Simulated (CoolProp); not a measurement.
Methanol along the isotherm 620 K: density (kg/m³) from the reference equation and from simpler models built on Tc = 513.4 K, pc = 8.216 MPa, ω = 0.565; each cubic takes its own stable root.

Model: reference Helmholtz-energy equation of state, de Reuck 1993, in CoolProp.

```
p (MPa)          phase  reference
-------  -------------  ---------
0.065              gas     0.4045
0.11               gas     0.6852
0.185              gas      1.154
0.312              gas      1.952
0.527              gas      3.311
0.889              gas      5.627
1.5                gas      9.620
2.53               gas      16.60
4.27               gas      29.20
7.21               gas      52.99
12.2     supercritical      102.1
20.5     supercritical      215.4
```

Problem. How far does each simpler model (ideal gas, van der Waals, Peng-Robinson) lie from the reference over these 12 states: mean and median of the absolute difference, and the worst?

Solution. 
- ideal gas: mean 8.6 %, median 2.4 %, worst -40.9 % at 620 K and 20.5 MPa
- van der Waals: mean 2.2 %, median 0.3 %, worst +14.6 % at 620 K and 12.2 MPa
- Peng-Robinson: mean 1.2 %, median 0.1 %, worst -12.0 % at 620 K and 20.5 MPa
